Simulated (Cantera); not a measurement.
An adiabatic, constant-volume homogeneous reactor starts with CH4 : O2 : N2 = 1 : 6.06 : 22.8 (molar parts), equivalence ratio 0.33, at 1525 K and 0.920 bar. Integrator tolerance rtol = 1e-08.

Model: GRI-Mech 3.0 (53 species, 325 reactions), integrated in Cantera.

What does this change do: 1 parts H2 added?


```
quantity                                                            before                                    after
---------------------------------  ---------------------------------------  ---------------------------------------
time of steepest temperature rise                                 0.717 ms                                  84.2 µs
temperature at 2.00 s                                               2337 K                                   2494 K
equilibrium temperature                                             2337 K                                   2494 K
x(CH4) at 2.00 s                     <1e-12 (gas-phase equilibrium <1e-12)    <1e-12 (gas-phase equilibrium <1e-12)
x(O2) at 2.00 s                        0.128 (gas-phase equilibrium 0.128)      0.106 (gas-phase equilibrium 0.106)
x(HO2) at 2.00 s                   5.44e-6 (gas-phase equilibrium 5.44e-6)  8.92e-6 (gas-phase equilibrium 8.92e-6)
x(CO) at 2.00 s                    0.00112 (gas-phase equilibrium 0.00112)  0.00271 (gas-phase equilibrium 0.00271)
x(CO2) at 2.00 s                     0.0323 (gas-phase equilibrium 0.0323)    0.0300 (gas-phase equilibrium 0.0300)
x(CH2) at 2.00 s                     <1e-12 (gas-phase equilibrium <1e-12)    <1e-12 (gas-phase equilibrium <1e-12)
```
